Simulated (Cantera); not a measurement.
An isothermal, constant-pressure homogeneous reactor starts with H2 : O2 : N2 = 0.61 : 1 : 2.4 (molar parts), equivalence ratio 0.30, at 1275 K and 100.0 Torr.

Model: the H2/O2 subset of GRI-Mech 3.0, which has no nitrogen chemistry, integrated in Cantera. The temperature is held fixed by assumption; the heat of reaction is taken as removed at once.

x: mole fraction; the columns are a selection and need not sum to one.

| t (s) | x H2 | x O2 | x O | x H2O | x OH | x H2O2 |
|---|---|---|---|---|---|---|
| 0.000600 | [?] | 0.181 | 0.0170 | 0.138 | 0.00568 | 1.42e-6 |
| 0.00182 | [?] | 0.186 | 0.00269 | 0.161 | 0.00231 | 1.16e-6 |
| 0.00553 | [?] | 0.187 | 0.000221 | 0.164 | 0.000655 | 3.71e-7 |
| 0.0168 | [?] | 0.188 | 2.72e-5 | 0.164 | 0.000232 | 1.00e-7 |
| 0.0510 | [?] | 0.188 | 5.31e-6 | 0.165 | 0.000102 | 2.93e-8 |
| 0.155 | [?] | 0.188 | 1.35e-6 | 0.165 | 5.15e-5 | 9.22e-9 |
| 0.470 | [?] | 0.188 | 4.06e-7 | 0.165 | 2.83e-5 | 3.16e-9 |
| 1.43 | [?] | 0.188 | 1.69e-7 | 0.165 | 1.82e-5 | 1.44e-9 |
| 4.34 | 5.80e-8 | 0.188 | 1.34e-7 | 0.165 | 1.62e-5 | 1.18e-9 |
| 13.2 | 5.79e-8 | 0.188 | 1.33e-7 | 0.165 | 1.62e-5 | 1.17e-9 |
| 40.0 | 5.79e-8 | 0.188 | 1.33e-7 | 0.165 | 1.62e-5 | 1.17e-9 |

Task: Some entries are withheld; supply them.

Result: 
- 0.000600, x H2: 0.00750
- 0.00182, x H2: 0.00135
- 0.00553, x H2: 0.000113
- 0.0168, x H2: 1.31e-5
- 0.0510, x H2: 2.39e-6
- 0.155, x H2: 5.85e-7
- 0.470, x H2: 1.73e-7
- 1.43, x H2: 7.24e-8
